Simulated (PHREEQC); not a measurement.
BaCl2 is added in steps, without added water, to 1 kg of water holding 0.0073 mol HCl, 0.082 mol Li2SO4 and 0.037 mol MnSO4, at 20 °C. No oxygen is let in. CO2 is held at log p = -1 (atm). Solids allowed: Rhodochrosite, Witherite, Barite, Pyrochroite. Others were left out.

Base run: PHREEQC, ion-association model, phreeqc.dat. Each further column changes one thing. The table gives pH.

```tsv
BaCl2 added (mol)	base	Davies equation for every ion	metal-ligand complexes left out	Debye-Hückel limiting law	all activity coefficients set to 1
0	2.71	2.75	2.78	2.64	2.87
0.016	2.67	2.71	2.74	2.62	2.80
0.032	2.62	2.66	2.69	2.59	2.72
0.04	2.60	2.63	2.67	2.58	2.67
0.056	2.54	2.58	2.61	2.55	2.57
0.072	2.48	2.51	2.54	2.52	2.47
0.088	2.41	2.44	2.46	2.49	2.36
0.104	2.33	2.36	2.36	2.45	2.24
0.12	2.24	2.27	2.24	2.40	2.14
0.128	2.24	2.27	2.24	2.42	2.14
0.144	2.24	2.27	2.25	2.44	2.14
0.16	2.25	2.27	2.25	2.46	2.14
```
